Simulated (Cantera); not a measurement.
Input (Python, Cantera) and output of one run.

```python
import numpy as np
import cantera as ct

gas_names = """
    H2O2 H2O
""".split()
cond_names = """
    Nb(cr) Nb(L) NbO2(I) NbO2(II) NbO2(III) NbO2(L)
""".split()


# ... load() reads the species with a 1 bar reference pressure and builds the phases ...
species = {s.name: s for s in load("nasa_gas.yaml", gas_names) + load("nasa_condensed.yaml", cond_names)}
# Each term lists the table entries of one substance; the one whose range holds T is used.
reactions = {
    'Nb + 2 H2O2(g) = NbO2 + 2 H2O(g)':
        [(-1, ['Nb(cr)', 'Nb(L)']), (-2, ['H2O2']), (1, ['NbO2(I)', 'NbO2(II)', 'NbO2(III)', 'NbO2(L)']), (2, ['H2O'])],
}


def pick(names, T):
    return next(species[n] for n in names if species[n].thermo.min_temp <= T <= species[n].thermo.max_temp)


results = []
for label, terms in reactions.items():
    print(label)
    print("     T/K   dH/kJ  dS/(J/K)   dG/kJ   log10 K")
    for T in [300, 448, 523, 598, 673, 748, 823]:
        used = [(nu, pick(names, T)) for nu, names in terms]
        dH = sum(nu * s.thermo.h(T) for nu, s in used) / 1e6
        dS = sum(nu * s.thermo.s(T) for nu, s in used) / 1e3
        dG = dH - T * dS / 1e3
        logK = -dG * 1e6 / (ct.gas_constant * T * np.log(10))
        results.append((label, T, dH, dS, dG, logK, [s.name for _, s in used]))
        print(f"{T:8g} {dH:8.1f} {dS:8.1f} {dG:8.1f} {logK:8.2f}")
```

Output:

```
Nb + 2 H2O2(g) = NbO2 + 2 H2O(g)
     T/K   dH/kJ  dS/(J/K)   dG/kJ   log10 K
     300  -1006.0    -73.3   -984.0   171.32
     448  -1003.8    -67.3   -973.6   113.52
     523  -1002.8    -65.4   -968.6    96.74
     598  -1002.0    -63.9   -963.8    84.19
     673  -1001.2    -62.6   -959.1    74.44
     748  -1000.4    -61.5   -954.4    66.65
     823   -999.5    -60.3   -949.8    60.28
```

Standard-state values (1 bar) from the NASA 1993 polynomials, evaluated with Cantera. Condensed species are held in their standard states even where they would react or evaporate.
